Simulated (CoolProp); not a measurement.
R1224YDZ along the isobar 16.9 bar: fugacity coefficient from the reference equation and from simpler models built on Tc = 155.5 °C, pc = 33.34 bar, ω = 0.325; each cubic takes its own stable root.

The numbers come from the reference Helmholtz-energy equation of state, Akasaka 2023 in CoolProp.

```json
[
 {"T (°C)": "-92.45", "phase": "liquid", "reference": "4.195e-5", "van der Waals": "0.01830", "Soave-Redlich-Kwong": "4.813e-5", "Peng-Robinson": "5.657e-5"},
 {"T (°C)": "-85.75", "phase": "liquid", "reference": "9.017e-5", "van der Waals": "0.02409", "Soave-Redlich-Kwong": "0.0001008", "Peng-Robinson": "0.0001159"},
 {"T (°C)": "-79.15", "phase": "liquid", "reference": "0.0001801", "van der Waals": "0.03098", "Soave-Redlich-Kwong": "0.0001970", "Peng-Robinson": "0.0002225"},
 {"T (°C)": "-72.55", "phase": "liquid", "reference": "0.0003405", "van der Waals": "0.03918", "Soave-Redlich-Kwong": "0.0003661", "Peng-Robinson": "0.0004064"},
 {"T (°C)": "-65.85", "phase": "liquid", "reference": "0.0006180", "van der Waals": "0.04894", "Soave-Redlich-Kwong": "0.0006552", "Peng-Robinson": "0.0007163"},
 {"T (°C)": "-59.25", "phase": "liquid", "reference": "0.001063", "van der Waals": "0.06008", "Soave-Redlich-Kwong": "0.001115", "Peng-Robinson": "0.001203"},
 {"T (°C)": "-52.55", "phase": "liquid", "reference": "0.001772", "van der Waals": "0.07302", "Soave-Redlich-Kwong": "0.001841", "Peng-Robinson": "0.001961"},
 {"T (°C)": "-45.95", "phase": "liquid", "reference": "0.002825", "van der Waals": "0.08746", "Soave-Redlich-Kwong": "0.002915", "Peng-Robinson": "0.003072"},
 {"T (°C)": "-39.35", "phase": "liquid", "reference": "0.004359", "van der Waals": "0.1036", "Soave-Redlich-Kwong": "0.004475", "Peng-Robinson": "0.004670"}
]
```
